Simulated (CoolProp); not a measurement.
Vapour-liquid equilibrium of propane (1) + isobutane (2) at 323.2 K; x and y are mole fractions of (1).

Computed with CoolProp (multi-fluid Helmholtz-energy mixture model, Lemmon 2009 and Bücker 2006; pair parameters Kunz 2012).

| x | bubble pressure (bar) | y at the bubble point | dew pressure at overall composition x (bar) | liquid density (mol/L) |
|---|---|---|---|---|
| 0.05 | 7.313 | 0.098 | 7.083 | 8.964 |
| 0.125 | 7.996 | 0.226 | 7.448 | 9.060 |
| 0.2 | 8.683 | 0.336 | 7.848 | 9.158 |
| 0.275 | 9.378 | 0.432 | 8.289 | 9.256 |
| 0.35 | 10.09 | 0.518 | 8.778 | 9.356 |
| 0.425 | 10.81 | 0.594 | 9.322 | 9.455 |
| 0.5 | 11.55 | 0.663 | 9.932 | 9.555 |
| 0.575 | 12.32 | 0.726 | 10.62 | 9.655 |
| 0.65 | 13.10 | 0.784 | 11.40 | 9.754 |
| 0.725 | 13.92 | 0.837 | 12.30 | 9.852 |
| 0.8 | 14.76 | 0.886 | 13.34 | 9.946 |
| 0.875 | 15.63 | 0.932 | 14.56 | 10.04 |
| 0.95 | 16.53 | 0.974 | 16.02 | 10.12 |

No azeotrope shows between x = 0.05 and 0.95.

Pair parameters are fitted to limited data, so mixtures are less certain than the pure fluids.
